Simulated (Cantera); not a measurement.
A Cantera script and its output.

```python
import numpy as np
import cantera as ct

gas = ct.Solution("gri30.yaml")
gas.TPX = 975, 500000, {'CH4': 1, 'C2H6': 0.031, 'C3H8': 0.042, 'O2': 1.78, 'N2': 6.71}
reactor = ct.IdealGasReactor(gas, energy="on", clone=False)
net = ct.ReactorNet([reactor])
net.rtol, net.atol = 1e-08, 1e-16
show = ['CH4', 'C2H6', 'C3H8', 'CH3', 'H2O2', 'N2O']
times = np.geomspace(2e-06, 2, 15)

steps = ct.SolutionArray(gas, extra=["t"])
rows = []
print(f"{'t/s':>10s}{'T/K':>9s}{'P/Pa':>11s}" + "".join(f"{s:>11s}" for s in show))
for t in times:
    while net.time < t:
        t_next = net.step()
        steps.append(gas.state, t=t_next)
    rows.append([np.interp(t, steps.t, y) for y in (steps.T, steps.P, *steps(*show).X.T)])
    print(f"{t:10.3e}{rows[-1][0]:9.1f}{rows[-1][1]:11.4g}" + "".join(f"{x:11.3e}" for x in rows[-1][2:]))
rate = np.gradient(steps.T, steps.t)
print("integrator steps:", len(steps.t))
if steps.T.max() > steps.T[0] + 200:
    print(f"time of steepest temperature rise: {steps.t[rate.argmax()]:.4e} s")
gas.TPX = 975, 500000, {'CH4': 1, 'C2H6': 0.031, 'C3H8': 0.042, 'O2': 1.78, 'N2': 6.71}
gas.equilibrate("UV")
print(f"equilibrium (UV): T = {gas.T:.1f} K  " + "  ".join(f"{s} {gas[s].X[0]:.3e}" for s in show))
```

Output:

```
       t/s      T/K       P/Pa        CH4       C2H6       C3H8        CH3       H2O2        N2O
 2.000e-06    975.0      5e+05  1.046e-01  3.242e-03  4.392e-03  7.511e-11  2.821e-14  7.011e-20
 5.365e-06    975.0      5e+05  1.046e-01  3.242e-03  4.392e-03  2.095e-10  2.158e-13  3.604e-19
 1.439e-05    975.0      5e+05  1.046e-01  3.242e-03  4.392e-03  5.717e-10  1.609e-12  2.210e-18
 3.861e-05    975.0      5e+05  1.046e-01  3.242e-03  4.392e-03  1.535e-09  1.189e-11  1.505e-17
 1.036e-04    975.0      5e+05  1.046e-01  3.242e-03  4.392e-03  4.068e-09  8.627e-11  1.062e-16
 2.779e-04    975.0      5e+05  1.046e-01  3.242e-03  4.392e-03  1.053e-08  6.320e-10  7.771e-16
 7.455e-04    975.0      5e+05  1.046e-01  3.242e-03  4.392e-03  2.636e-08  4.717e-09  5.949e-15
 2.000e-03    975.0      5e+05  1.046e-01  3.242e-03  4.392e-03  6.807e-08  3.508e-08  4.796e-14
 5.365e-03    975.0      5e+05  1.046e-01  3.241e-03  4.391e-03  2.321e-07  2.550e-07  4.252e-13
 1.439e-02    975.1  5.001e+05  1.046e-01  3.237e-03  4.385e-03  7.538e-07  1.559e-06  4.013e-12
 3.861e-02    976.3  5.007e+05  1.044e-01  3.214e-03  4.338e-03  1.346e-06  4.688e-06  2.576e-11
 1.036e-01   2867.6  1.576e+06  5.334e-12  3.712e-23  6.084e-34  1.146e-11  3.082e-07  5.155e-07
 2.779e-01   2867.6  1.576e+06  5.334e-12  3.712e-23  6.084e-34  1.146e-11  3.082e-07  5.155e-07
 7.455e-01   2867.6  1.576e+06  5.334e-12  3.712e-23  6.084e-34  1.146e-11  3.082e-07  5.155e-07
 2.000e+00   2867.6  1.576e+06  5.334e-12  3.712e-23  6.084e-34  1.146e-11  3.082e-07  5.155e-07
integrator steps: 2639
time of steepest temperature rise: 9.4581e-02 s
equilibrium (UV): T = 2867.6 K  CH4 6.185e-12  C2H6 4.744e-23  C3H8 8.207e-34  CH3 1.329e-11  H2O2 3.082e-07  N2O 5.155e-07
```

Model: GRI-Mech 3.0 (53 species, 325 reactions), integrated in Cantera. Below about 1000 K GRI-Mech 3.0 lacks low-temperature oxidation paths.
